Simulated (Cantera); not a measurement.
An adiabatic, constant-volume homogeneous reactor starts with CH₄ : O₂ : N₂ = 1 : 0.87 : 6.96 (molar parts), equivalence ratio 2.3, at 1075 K and 3.20 bar. Integrator tolerance rtol = 1e-08.

Computed with Cantera and GRI-Mech 3.0 (53 species, 325 reactions).

What does this change do: CH4 1 to 0.43 parts?


| quantity | before | after |
|---|---|---|
| time of steepest temperature rise | 0.283 s | 0.182 s |
| temperature at 8.00 s | 1890 K | 2389 K |
| equilibrium temperature | 1890 K | 2389 K |
| x(CH₄) at 8.00 s | 1.35e-8 (gas-phase equilibrium 1.53e-8) | <1e-12 (gas-phase equilibrium <1e-12) |
| x(O₂) at 8.00 s | 5.09e-10 (gas-phase equilibrium 5.09e-10) | 0.00342 (gas-phase equilibrium 0.00342) |
| x(C₂H₆) at 8.00 s | <1e-12 (gas-phase equilibrium <1e-12) | <1e-12 (gas-phase equilibrium <1e-12) |
| x(NO₂) at 8.00 s | <1e-12 (gas-phase equilibrium <1e-12) | 8.48e-7 (gas-phase equilibrium 8.48e-7) |
| x(NO) at 8.00 s | 4.57e-7 (gas-phase equilibrium 2.59e-7) | 0.00248 (gas-phase equilibrium 0.00248) |
| x(H₂O₂) at 8.00 s | 4.61e-12 (gas-phase equilibrium 4.61e-12) | 8.62e-8 (gas-phase equilibrium 8.62e-8) |
| x(C₂H₂) at 8.00 s | 2.16e-12 (gas-phase equilibrium 2.45e-12) | <1e-12 (gas-phase equilibrium <1e-12) |

What does this change do: pressure from 3.20 bar to 23.0 bar?


```csv
quantity,before,after
time of steepest temperature rise,0.283 s,25.3 ms
temperature at 8.00 s,1890 K,1891 K
equilibrium temperature,1890 K,1891 K
x(CH₄) at 8.00 s,1.35e-8 (gas-phase equilibrium 1.53e-8),7.35e-7 (gas-phase equilibrium 7.85e-7)
x(O₂) at 8.00 s,5.09e-10 (gas-phase equilibrium 5.09e-10),7.14e-11 (gas-phase equilibrium 7.15e-11)
x(C₂H₆) at 8.00 s,<1e-12 (gas-phase equilibrium <1e-12),<1e-12 (gas-phase equilibrium <1e-12)
x(NO₂) at 8.00 s,<1e-12 (gas-phase equilibrium <1e-12),<1e-12 (gas-phase equilibrium <1e-12)
x(NO) at 8.00 s,4.57e-7 (gas-phase equilibrium 2.59e-7),1.90e-8 (gas-phase equilibrium 9.74e-8)
x(H₂O₂) at 8.00 s,4.61e-12 (gas-phase equilibrium 4.61e-12),4.64e-12 (gas-phase equilibrium 4.65e-12)
x(C₂H₂) at 8.00 s,2.16e-12 (gas-phase equilibrium 2.45e-12),1.14e-10 (gas-phase equilibrium 1.26e-10)
```
The pressure lies above the range GRI-Mech 3.0 was tuned for (to about 10 atm).

What does this change do: pressure from 3.20 bar to 10.0 bar?


| quantity | before | after |
|---|---|---|
| time of steepest temperature rise | 0.283 s | 72.1 ms |
| temperature at 8.00 s | 1890 K | 1891 K |
| equilibrium temperature | 1890 K | 1891 K |
| x(CH₄) at 8.00 s | 1.35e-8 (gas-phase equilibrium 1.53e-8) | 1.36e-7 (gas-phase equilibrium 1.49e-7) |
| x(O₂) at 8.00 s | 5.09e-10 (gas-phase equilibrium 5.09e-10) | 1.64e-10 (gas-phase equilibrium 1.64e-10) |
| x(C₂H₆) at 8.00 s | <1e-12 (gas-phase equilibrium <1e-12) | <1e-12 (gas-phase equilibrium <1e-12) |
| x(NO₂) at 8.00 s | <1e-12 (gas-phase equilibrium <1e-12) | <1e-12 (gas-phase equilibrium <1e-12) |
| x(NO) at 8.00 s | 4.57e-7 (gas-phase equilibrium 2.59e-7) | 7.43e-8 (gas-phase equilibrium 1.47e-7) |
| x(H₂O₂) at 8.00 s | 4.61e-12 (gas-phase equilibrium 4.61e-12) | 4.63e-12 (gas-phase equilibrium 4.64e-12) |
| x(C₂H₂) at 8.00 s | 2.16e-12 (gas-phase equilibrium 2.45e-12) | 2.15e-11 (gas-phase equilibrium 2.39e-11) |
